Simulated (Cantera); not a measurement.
A freely propagating, adiabatic, planar premixed flame of C2H4 : O2 : N2 : CO2 = 1 : 2 : 9 : 0.55 (molar parts), unburnt at 425 K and 760 Torr; mixture-averaged transport, grid criteria slope 0.08 and curve 0.16, no radiation.

Cantera simulation using GRI-Mech 3.0 (53 species, 325 reactions); the numbers are that mechanism's predictions, not measurements. GRI-Mech 3.0 was tuned for natural gas; its chemistry of ethylene as a main component is partial and can be far from experiment. Burning velocities carry a grid error of a few per cent, more on coarse grids.

x: mole fraction of selected species; z is measured from the peak of heat release.

| z (mm) | T (K) | u (m/s) | x C2H4 | x O2 | x CO2 | x CH4 | x C2H | x HCN |
|---|---|---|---|---|---|---|---|---|
| -1.04 | 425 | 0.734 | 0.0796 | 0.159 | 0.0438 | ___ | <1e-8 | <1e-8 |
| -0.693 | 426 | 0.737 | 0.0794 | 0.159 | 0.0437 | ___ | <1e-8 | <1e-8 |
| -0.520 | 430 | 0.745 | 0.0792 | 0.158 | 0.0436 | ___ | <1e-8 | <1e-8 |
| -0.347 | 459 | 0.802 | 0.0781 | 0.155 | 0.0434 | ___ | <1e-8 | 4.91e-8 |
| -0.173 | 730 | 1.30 | 0.0667 | 0.131 | 0.0439 | ___ | <1e-8 | 8.99e-7 |
| -0.0867 | 1087 | 1.97 | 0.0463 | 0.0973 | 0.0465 | ___ | <1e-8 | 2.86e-6 |
| 0 | 1447 | 2.68 | 0.0213 | 0.0588 | 0.0513 | ___ | 5.32e-7 | 7.07e-6 |
| 0.0867 | 1688 | 3.16 | 0.00574 | 0.0309 | 0.0564 | ___ | 3.21e-6 | 1.47e-5 |
| 0.173 | 1823 | 3.43 | 0.000904 | 0.0149 | 0.0612 | ___ | 4.94e-6 | 2.32e-5 |
| 0.347 | 1914 | 3.60 | 9.42e-6 | 0.00324 | 0.0683 | ___ | 1.56e-6 | 2.73e-5 |
| 0.693 | 1940 | 3.64 | <1e-8 | 0.000443 | 0.0741 | ___ | 5.72e-8 | 1.70e-5 |
| 1.39 | 1954 | 3.66 | <1e-8 | 0.000219 | 0.0756 | ___ | <1e-8 | 6.60e-6 |
| 2.77 | 1968 | 3.69 | <1e-8 | 0.000125 | 0.0755 | <1e-8 | <1e-8 | 1.90e-6 |

Problem. Some entries are withheld; supply them.

Solution. 
- -1.04, x CH4: 2.51e-7
- -0.693, x CH4: 2.84e-6
- -0.520, x CH4: 1.26e-5
- -0.347, x CH4: 8.85e-5
- -0.173, x CH4: 0.000782
- -0.0867, x CH4: 0.00177
- 0, x CH4: 0.00229
- 0.0867, x CH4: 0.00158
- 0.173, x CH4: 0.000696
- 0.347, x CH4: 7.97e-5
- 0.693, x CH4: 1.68e-6
- 1.39, x CH4: 1.09e-8
